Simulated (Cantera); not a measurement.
A perfectly stirred reactor is fed with 10.2 % CH₄, 0.479 % H₂, 18.8 % O₂, 70.6 % N₂, equivalence ratio 1.1, at 100000 Pa; it is adiabatic with a 473 K inlet, and is followed from long to short residence time, starting on the burning branch (τ in s: 0.022, 0.012, 0.0068, 0.0038, 0.0021, 0.0012, 0.00066, 0.00037, 0.00021, 0.00012, 6.4e-05, 3.6e-05, 2e-05).

Computed with Cantera and GRI-Mech 3.0 (53 species, 325 reactions).

x: mole fraction; the columns are a selection and need not sum to one.

| τ (s) | T (K) | x CH₄ | x H₂ | x O₂ | x CH₂CO | x HO₂ | x NO | x C₂H₂ |
|---|---|---|---|---|---|---|---|---|
| 0.022 | 2269 | 1.14e-5 | 0.0145 | 0.00283 | 7.43e-9 | 6.27e-7 | 0.000679 | 1.10e-8 |
| 0.012 | 2249 | 1.71e-5 | 0.0152 | 0.00364 | 1.12e-8 | 8.31e-7 | 0.000595 | 1.88e-8 |
| 0.0068 | 2226 | 2.50e-5 | 0.0160 | 0.00461 | 1.61e-8 | 1.09e-6 | 0.000512 | 2.99e-8 |
| 0.0038 | 2198 | 3.73e-5 | 0.0170 | 0.00582 | 2.36e-8 | 1.45e-6 | 0.000424 | 4.80e-8 |
| 0.0021 | 2164 | 5.69e-5 | 0.0182 | 0.00725 | 3.57e-8 | 1.93e-6 | 0.000339 | 7.96e-8 |
| 0.0012 | 2127 | 8.68e-5 | 0.0194 | 0.00878 | 5.52e-8 | 2.52e-6 | 0.000267 | 1.34e-7 |
| 0.00066 | 2085 | 0.000141 | 0.0207 | 0.0106 | 9.52e-8 | 3.34e-6 | 0.000201 | 2.53e-7 |
| 0.00037 | 2042 | 0.000233 | 0.0219 | 0.0127 | 1.80e-7 | 4.42e-6 | 0.000151 | 5.13e-7 |
| 0.00021 | 1998 | 0.000401 | 0.0230 | 0.0151 | 3.86e-7 | 5.97e-6 | 0.000112 | 1.15e-6 |
| 0.00012 | 1951 | 0.000740 | 0.0240 | 0.0186 | 9.93e-7 | 8.70e-6 | 8.04e-5 | 3.04e-6 |
| 6.4e-5 | 1876 | ___ | 0.0256 | ___ | ___ | ___ | ___ | ___ |
| 3.6e-5 | 473 | 0.102 | 0.00479 | 0.188 | <1e-12 | <1e-12 | <1e-12 | <1e-12 |
| 2.0e-5 | 473 | 0.102 | 0.00479 | 0.188 | <1e-12 | <1e-12 | <1e-12 | <1e-12 |

Task: What belongs in the gaps?

Result: 
- 6.4e-5, x CH₄: 0.00189
- 6.4e-5, x O₂: 0.0269
- 6.4e-5, x CH₂CO: 4.85e-6
- 6.4e-5, x HO₂: 1.82e-5
- 6.4e-5, x NO: 4.59e-5
- 6.4e-5, x C₂H₂: 1.46e-5
